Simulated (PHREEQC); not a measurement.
0.032 g of hydrous ferric oxide (600 m²/g; 0.2 weak and 0.005 strong sites per Fe, Dzombak-Morel constants, diffuse double layer) in 1 kg of water with 0.001 mol/kgw of an inert sodium salt and 1e-06 mol CaCl2 and 5.6e-05 mol CuCl2, at 25 °C; the pH is set by adding NaOH or the inert anion's acid. Oxygen is held at 0.21 atm. CO2 from the air is kept out. Precipitation was switched off in this run.

Base run: PHREEQC, ion-association model, wateq4f.dat. Each further column changes one thing. The table gives Cu sorbed (%).

| pH | base | no electrostatic term (-no_edl) | background salt from 0.001 to 0.0001 mol/kgw | oxide from 0.032 to 0.16 g/kgw | 1e-05 mol/kgw Na2SO4 added |
|---|---|---|---|---|---|
| 4 | 0.2 | 0.6 | 0.2 | 1.2 | 0.4 |
| 5.12 | 6.1 | 18.6 | 5.6 | 26.7 | 8.6 |
| 5.88 | 27.9 | 75.8 | [?] | 78.9 | 37.0 |
| 7 | 56.0 | [?] | [?] | 99.3 | [?] |
| 8.12 | 55.6 | 95.8 | 55.0 | 99.5 | 55.8 |
| 8.88 | 54.8 | 79.8 | 54.6 | 99.4 | 54.8 |
| 10 | 53.4 | 11.8 | 53.6 | 99.4 | 53.3 |

Some entries are withheld; supply them.


- 5.88, background salt from 0.001 to 0.0001 mol/kgw: 26.2
- 7, no electrostatic term (-no_edl): 98.7
- 7, background salt from 0.001 to 0.0001 mol/kgw: 54.1
- 7, 1e-05 mol/kgw Na2SO4 added: 60.6

In at least one series the solution becomes supersaturated in solids that the run did not let form, among them Cu(OH)2. The database's constant for dissolved Cu(OH)2 is higher than later reviews accept.
